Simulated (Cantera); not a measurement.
What does this Cantera script print?

```python
import numpy as np
import cantera as ct

gas_names = """
    CL CLO CL2 Fe FeCL FeCL2 FeCL3 FeO Fe(OH)2 Fe2CL4 Fe2CL6 H HCL HOCL HO2 H2 H2O H2O2 O OH O2 O3
""".split()
cond_names = """
    Fe(a) Fe(c) Fe(d) Fe(L) FeCL2(s) FeCL2(L) FeCL3(s) FeCL3(L) FeO(s) FeO(L) Fe(OH)2(s) Fe(OH)3(s)
    Fe2O3(s) Fe3O4(s) H2O(s) H2O(L)
""".split()


# ... load() reads the species with a 1 bar reference pressure and builds the phases ...
atoms = {
    'Fe3O4': {'Fe': 3, 'O': 4},
    'Cl2': {'CL': 2},
    'H2': {'H': 2},
}
top_T = {'Fe2O3(s)': 1830, 'Fe3O4(s)': 1870}  # K; cautious upper limits of use, not melting points


# ... equilibrate(T, P, feed) seeds the gas with the atoms and calls Mixture.equilibrate('TP', solver="vcs", rtol=1e-11, max_steps=5000) ...
results = []
feed = {'Fe3O4': 1, 'Cl2': 0.53, 'H2': 0.43}  # mol
P = 1000  # Pa
for T in [798, 898, 998, 1098, 1198, 1298, 1398]:
    mix = equilibrate(T, P, feed)
    results.append((T, P, feed, dict(zip(mix.species_names, mix.species_moles))))
    x = sorted(zip(gas.X, gas.species_names), reverse=True)
    print(f"T = {T:g} K  P = {P:g} Pa  gas = {mix.phase_moles(0):.4g} mol")
    print("   x: " + "  ".join(f"{s} {v:.3e}" for v, s in x if v > 1e-06))
    print("   condensed (mol): " + ("  ".join(f"{mix.phase(i).name} {mix.phase_moles(i):.4g}"
          for i in range(1, mix.n_phases) if mix.phase_moles(i) > 1e-12) or "none"))
```

It prints:

```
T = 798 K  P = 1000 Pa  gas = 0.8568 mol
   x: HCL 9.686e-01  H2O 1.757e-02  FeCL2 8.746e-03  FeCL3 4.406e-03  Fe2CL4 6.960e-04  Fe2CL6 2.538e-05
   condensed (mol): FeCL2(s) 0.1006  Fe2O3(s) 0.4074  Fe3O4(s) 0.6907
T = 898 K  P = 1000 Pa  gas = 0.9423 mol
   x: HCL 8.963e-01  FeCL2 6.139e-02  FeCL3 3.094e-02  H2O 8.154e-03  Fe2CL4 3.046e-03  Fe2CL6 1.220e-04  CL2 1.570e-05  CL 2.823e-06
   condensed (mol): Fe2O3(s) 0.3489  Fe3O4(s) 0.7364
T = 998 K  P = 1000 Pa  gas = 0.9482 mol
   x: HCL 8.752e-01  FeCL2 8.487e-02  FeCL3 2.309e-02  H2O 1.589e-02  Fe2CL4 8.495e-04  CL2 8.902e-05  CL 3.557e-05  Fe2CL6 1.082e-05
   condensed (mol): Fe2O3(s) 0.3708  Fe3O4(s) 0.7181
T = 1098 K  P = 1000 Pa  gas = 0.9518 mol
   x: HCL 8.484e-01  FeCL2 1.062e-01  H2O 2.756e-02  FeCL3 1.693e-02  CL2 3.450e-04  Fe2CL4 2.780e-04  CL 2.745e-04  Fe2CL6 1.318e-06
   condensed (mol): Fe2O3(s) 0.3922  Fe3O4(s) 0.6993
T = 1198 K  P = 1000 Pa  gas = 0.9546 mol
   x: HCL 8.158e-01  FeCL2 1.262e-01  H2O 4.255e-02  FeCL3 1.275e-02  CL 1.494e-03  CL2 1.042e-03  Fe2CL4 1.073e-04  O2 4.081e-05
   condensed (mol): Fe2O3(s) 0.4092  Fe3O4(s) 0.6829
T = 1298 K  P = 1000 Pa  gas = 0.9597 mol
   x: HCL 7.765e-01  FeCL2 1.435e-01  H2O 5.979e-02  FeCL3 9.786e-03  CL 6.223e-03  CL2 2.608e-03  O2 1.547e-03  Fe2CL4 4.661e-05  OH 7.347e-06  H2 1.273e-06
   condensed (mol): Fe2O3(s) 0.4077  Fe3O4(s) 0.6791
T = 1398 K  P = 1000 Pa  gas = 1.001 mol
   x: HCL 7.063e-01  FeCL2 1.499e-01  H2O 7.625e-02  O2 3.451e-02  CL 2.053e-02  FeCL3 7.072e-03  CL2 5.379e-03  OH 5.305e-05  Fe2CL4 2.005e-05  CLO 1.077e-05  HOCL 3.776e-06  H2 1.799e-06  O 1.704e-06
   condensed (mol): Fe2O3(s) 0.1921  Fe3O4(s) 0.8195
```

Equilibrium computed with Cantera from the NASA thermochemical tables; the gas is ideal and each condensed phase is pure. Mutual solubility and eutectic melting of coexisting phases are not modelled. Condensed phases not in the tables: FeOCl.
